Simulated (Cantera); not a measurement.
BN + Cl2 (nitride etching)

A closed system holds: 1 mol BN, 0.64 mol Cl2, held at 825 K and 750 Torr.

Cantera equilibrium calculation (NASA polynomials, part measured and part estimated; ideal gas, pure solids and liquids). Candidate condensed phases: B, BN; 10 gas species. Kinetics and transport are ignored.

The x(BCl3) is 0.667 and the x(N2) is 0.333. The n(BN(s)) comes out as 0.573 mol and the gas amount is 0.6400 mol. The log10 activity of B(s) (absent) is -11.04.
